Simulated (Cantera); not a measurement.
An isothermal, constant-pressure homogeneous reactor starts with CH4 : N2 = 1 : 160 (molar parts), at 1475 K and 20.0 Torr.

Model: GRI-Mech 3.0 (53 species, 325 reactions), integrated in Cantera. GRI-Mech 3.0 stops at C3 and has no aromatics, soot or wall deposition, so with more carbon than oxygen in the feed, carbon stays in small species such as C2H2 where larger ones or solid carbon would form. Radical loss at walls, strong at low pressure, is not modelled.

x: mole fraction; the columns are a selection and need not sum to one.

| t (s) | x CH4 | x CH3 | x CH2 | x C2H4 | x H | x C2H6 | x C2H |
|---|---|---|---|---|---|---|---|
| 0.000400 | 0.00621 | 1.77e-8 | <1e-12 | <1e-12 | 7.27e-9 | <1e-12 | <1e-12 |
| 0.00129 | 0.00621 | 7.06e-8 | <1e-12 | <1e-12 | 1.02e-8 | <1e-12 | <1e-12 |
| 0.00418 | 0.00621 | 2.51e-7 | <1e-12 | 6.77e-12 | 1.04e-8 | 5.19e-12 | <1e-12 |
| 0.0135 | 0.00621 | 8.34e-7 | 6.07e-12 | 2.54e-10 | 1.04e-8 | 1.69e-10 | <1e-12 |
| 0.0437 | 0.00621 | 2.71e-6 | 5.19e-11 | 8.79e-9 | 1.08e-8 | 4.19e-9 | <1e-12 |
| 0.141 | 0.00620 | 8.67e-6 | 4.75e-10 | 2.89e-7 | 1.49e-8 | 6.89e-8 | <1e-12 |
| 0.457 | 0.00616 | 2.66e-5 | 3.98e-9 | 8.44e-6 | 5.75e-8 | 7.67e-7 | 2.63e-12 |
| 1.48 | 0.00571 | 6.11e-5 | 1.99e-8 | 0.000133 | 5.44e-7 | 4.23e-6 | 1.32e-10 |
| 4.78 | (withheld) | (withheld) | (withheld) | (withheld) | (withheld) | (withheld) | (withheld) |
| 15.5 | (withheld) | (withheld) | (withheld) | (withheld) | (withheld) | (withheld) | (withheld) |
| 50.0 | 0.000604 | 8.38e-6 | 4.51e-9 | 2.24e-6 | 5.78e-6 | 6.86e-8 | 3.10e-9 |

Task: Fill in the missing entries.

Result: 
- 4.78, x CH4: 0.00386
- 4.78, x CH3: 4.50e-5
- 4.78, x CH2: 1.78e-8
- 4.78, x C2H4: 0.000106
- 4.78, x H: 2.14e-6
- 4.78, x C2H6: 2.21e-6
- 4.78, x C2H: 1.07e-9
- 15.5, x CH4: 0.00190
- 15.5, x CH3: 2.26e-5
- 15.5, x CH2: 9.96e-9
- 15.5, x C2H4: 1.87e-5
- 15.5, x H: 3.87e-6
- 15.5, x C2H6: 5.28e-7
- 15.5, x C2H: 2.06e-9
